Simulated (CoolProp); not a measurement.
A single-stage vapour-compression cycle with isobutene: evaporating at 253.15 K (dew point), condensing at 306.15 K (bubble point), superheat 2 K, subcooling 8 K, compressor efficiency 0.65, no pressure losses. Each further row changes one setting.

The numbers come from the reference Helmholtz-energy equation of state, Lemmon 2005 in CoolProp. It is a short technical equation, of lower accuracy than the large ones.

```json
[
 {"case": "as stated", "cooling COP": "2.67", "pressure ratio": "6.53", "discharge temperature (K)": "333.2", "refrigerating effect (kJ/kg)": "304", "volumetric capacity (kJ/m³)": "490"},
 {"case": "evaporating temperature 258.15 K", "cooling COP": "3.07", "pressure ratio": "5.27", "discharge temperature (K)": "329.8", "refrigerating effect (kJ/kg)": "?", "volumetric capacity (kJ/m³)": "?"},
 {"case": "condensing temperature 301.15 K", "cooling COP": "3.02", "pressure ratio": "?", "discharge temperature (K)": "327.1", "refrigerating effect (kJ/kg)": "316", "volumetric capacity (kJ/m³)": "509"},
 {"case": "subcooling 13 K", "cooling COP": "?", "pressure ratio": "6.53", "discharge temperature (K)": "333.2", "refrigerating effect (kJ/kg)": "316", "volumetric capacity (kJ/m³)": "509"},
 {"case": "superheat 12 K", "cooling COP": "?", "pressure ratio": "6.53", "discharge temperature (K)": "343.9", "refrigerating effect (kJ/kg)": "319", "volumetric capacity (kJ/m³)": "492"},
 {"case": "compressor efficiency 0.55", "cooling COP": "2.26", "pressure ratio": "6.53", "discharge temperature (K)": "?", "refrigerating effect (kJ/kg)": "304", "volumetric capacity (kJ/m³)": "490"}
]
```

**Question.** Some entries are withheld; supply them.

**Answer.** 
- evaporating temperature 258.15 K, refrigerating effect (kJ/kg): 311
- evaporating temperature 258.15 K, volumetric capacity (kJ/m³): 611
- condensing temperature 301.15 K, pressure ratio: 5.64
- subcooling 13 K, cooling COP: 2.77
- superheat 12 K, cooling COP: 2.68
- compressor efficiency 0.55, discharge temperature (K): 344.4
